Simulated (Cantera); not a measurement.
Input (Python, Cantera) and output of one run.

```python
import numpy as np
import cantera as ct

gas_names = """
    C CH CH2 CH3 CH2OH CH3O CH4 CH3OH CO CO2 COOH C2 C2H CHCO,ketyl C2H2,acetylene C2H2,vinylidene
    CH2CO,ketene C2H3,vinyl CH3CO,acetyl C2H4 C2H4O,ethylen CH3CHO,ethanal CH3COOH (HCOOH)2 C2H5 C2H6
    CH3OCH3 C2H5OH C2O C3 C3H3,propargyl C3H4,allene C3H4,propyne C3H4,cyclo- C3H5,allyl C3H6,propylene
    C3H6,cyclo- C3H6O C3H7,n-propyl C3H7,i-propyl C3H8 C3H8O,1propanol C3H8O,2propanol C3O2 C4 C4H2
    C4H4,1,3-cyclo- C4H6,butadiene C4H6,2-butyne C4H6,cyclo- C4H8,1-butene C4H8,cis2-buten
    C4H8,tr2-butene C4H8,isobutene C4H8,cyclo- (CH3COOH)2 C4H9,n-butyl C4H9,i-butyl C4H9,s-butyl
    C4H9,t-butyl C4H10,isobutane C4H10,n-butane C5 C5H6,1,3cyclo- C5H8,cyclo- C5H10,1-pentene
    C5H10,cyclo- C5H11,pentyl C5H11,t-pentyl C5H12,n-pentane C5H12,i-pentane CH3C(CH3)2CH3 C6H2
    C6H5,phenyl C6H5O,phenoxy C6H6 C6H5OH,phenol C6H10,cyclo- C6H12,1-hexene C6H12,cyclo- C6H13,n-hexyl
    C7H7,benzyl C7H8 C7H8O,cresol C7H14,1-heptene C7H15,n-heptyl C7H16,n-heptane C8H8,styrene
    C8H10,ethylbenz C8H16,1-octene C8H17,n-octyl C8H18,isooctane C8H18,n-octane C9H19,n-nonyl
    C10H8,naphthale C10H21,n-decyl C12H9,o-bipheny C12H10,bipheny H HCO HO2 H2 HCHO,formaldehy HCOOH H2O
    H2O2 O OH O2 O3
""".split()
cond_names = """
    C(gr) C6H6(L) C7H8(L) C8H18(L),n-octa H2O(s) H2O(L)
""".split()


def load(file, names, dense=False):
    # The tables refer to 1 bar. Condensed volumes are neglected.
    table = {s.name: s for s in ct.Species.list_from_file(file)}
    out = []
    for n in names:
        d = dict(table[n].input_data)
        d["thermo"] = dict(d["thermo"], **{"reference-pressure": 1e5})
        if dense:
            d["equation-of-state"] = {"model": "constant-volume", "density": "1e6 g/cm^3"}
        out.append(ct.Species.from_dict(d))
    return out


gas = ct.Solution(thermo="ideal-gas", species=load("nasa_gas.yaml", gas_names))
cond = {s.name: ct.Solution(thermo="fixed-stoichiometry", species=[s], name=s.name)
        for s in load("nasa_condensed.yaml", cond_names, dense=True)}
atoms = {
    'C2H6': {'C': 2, 'H': 6},
    'CO2': {'C': 1, 'O': 2},
    'O2': {'O': 2},
}
top_T = {'C(gr)': 4500}  # K; cautious upper limits of use, not melting points


def equilibrate(T, P, feed):
    n = {}
    for name, mol in feed.items():
        for a, k in atoms[name].items():
            n[a] = n.get(a, 0.0) + k * mol
    gas.TPX = T, P, n
    mass = sum(n.values()) * gas.mean_molecular_weight
    gas.equilibrate("TP")
    valid = [c for c in cond.values() if c.min_temp <= T <= top_T.get(c.name, c.max_temp)]
    mix = ct.Mixture([(gas, mass / gas.mean_molecular_weight)] + [(c, 0.0) for c in valid])
    mix.T, mix.P = T, P
    mix.equilibrate("TP", solver="vcs", rtol=1e-11, max_steps=5000)
    return mix


results = []
T = 2748  # K
P = 1333.22  # Pa
for m in [0.08, 0.12, 0.17, 0.25, 0.37, 0.55, 0.81, 1.2, 1.7, 2.6, 3.8, 5.5]:
    feed = {'C2H6': 1, 'CO2': m, 'O2': 0.94}  # mol
    mix = equilibrate(T, P, feed)
    results.append((T, P, feed, dict(zip(mix.species_names, mix.species_moles))))
    x = sorted(zip(gas.X, gas.species_names), reverse=True)
    print(f"T = {T:g} K  P = {P:g} Pa  n(CO2) = {m:g} mol  gas = {mix.phase_moles(0):.4g} mol")
    print("   x: " + "  ".join(f"{s} {v:.3e}" for v, s in x if v > 1e-05))
    print("   condensed (mol): " + ("  ".join(f"{mix.phase(i).name} {mix.phase_moles(i):.4g}"
          for i in range(1, mix.n_phases) if mix.phase_moles(i) > 1e-12) or "none"))
```

Result:

```
T = 2748 K  P = 1333.22 Pa  n(CO2) = 0.08 mol  gas = 6.059 mol
   x: CO 3.367e-01  H 3.352e-01  H2 3.248e-01  C2H2,acetylene 2.577e-03  C2H 3.073e-04  C3 1.867e-04  C 1.475e-04  C2 3.386e-05
   condensed (mol): none
T = 2748 K  P = 1333.22 Pa  n(CO2) = 0.12 mol  gas = 6.145 mol
   x: CO 3.450e-01  H 3.335e-01  H2 3.215e-01
   condensed (mol): none
T = 2748 K  P = 1333.22 Pa  n(CO2) = 0.17 mol  gas = 6.201 mol
   x: CO 3.491e-01  H 3.293e-01  H2 3.135e-01  H2O 4.935e-03  OH 1.389e-03  O 9.239e-04  CO2 8.031e-04
   condensed (mol): none
T = 2748 K  P = 1333.22 Pa  n(CO2) = 0.25 mol  gas = 6.292 mol
   x: CO 3.554e-01  H 3.228e-01  H2 3.012e-01  H2O 1.244e-02  OH 3.573e-03  O 2.424e-03  CO2 2.145e-03  O2 4.030e-05
   condensed (mol): none
T = 2748 K  P = 1333.22 Pa  n(CO2) = 0.37 mol  gas = 6.43 mol
   x: CO 3.643e-01  H 3.133e-01  H2 2.837e-01  H2O 2.282e-02  OH 6.753e-03  O 4.721e-03  CO2 4.281e-03  O2 1.529e-04
   condensed (mol): none
T = 2748 K  P = 1333.22 Pa  n(CO2) = 0.55 mol  gas = 6.641 mol
   x: CO 3.763e-01  H 2.997e-01  H2 2.597e-01  H2O 3.653e-02  OH 1.130e-02  O 8.255e-03  CO2 7.733e-03  O2 4.675e-04
   condensed (mol): none
T = 2748 K  P = 1333.22 Pa  n(CO2) = 0.81 mol  gas = 6.952 mol
   x: CO 3.911e-01  H 2.816e-01  H2 2.293e-01  H2O 5.274e-02  OH 1.736e-02  O 1.350e-02  CO2 1.314e-02  O2 1.250e-03
   condensed (mol): none
T = 2748 K  P = 1333.22 Pa  n(CO2) = 1.2 mol  gas = 7.435 mol
   x: CO 4.085e-01  H 2.576e-01  H2 1.918e-01  H2O 7.026e-02  OH 2.529e-02  CO2 2.187e-02  O 2.150e-02  O2 3.171e-03
   condensed (mol): none
T = 2748 K  P = 1333.22 Pa  n(CO2) = 1.7 mol  gas = 8.082 mol
   x: CO 4.245e-01  H 2.317e-01  H2 1.552e-01  H2O 8.348e-02  OH 3.341e-02  CO2 3.337e-02  O 3.157e-02  O2 6.838e-03
   condensed (mol): none
T = 2748 K  P = 1333.22 Pa  n(CO2) = 2.6 mol  gas = 9.308 mol
   x: CO 4.415e-01  H 1.964e-01  H2 1.115e-01  H2O 9.113e-02  CO2 5.273e-02  O 4.798e-02  OH 4.302e-02  O2 1.579e-02
   condensed (mol): none
T = 2748 K  P = 1333.22 Pa  n(CO2) = 3.8 mol  gas = 11.02 mol
   x: CO 4.526e-01  H 1.645e-01  H2O 8.715e-02  H2 7.825e-02  CO2 7.366e-02  O 6.537e-02  OH 4.911e-02  O2 2.931e-02
   condensed (mol): none
T = 2748 K  P = 1333.22 Pa  n(CO2) = 5.5 mol  gas = 13.52 mol
   x: CO 4.600e-01  H 1.357e-01  CO2 9.479e-02  O 8.277e-02  H2O 7.512e-02  H2 5.327e-02  OH 5.131e-02  O2 4.699e-02
   condensed (mol): none
```

Method: chemical equilibrium by Gibbs-energy minimisation in Cantera with the NASA 1993 tables (ideal gas, pure condensed phases).
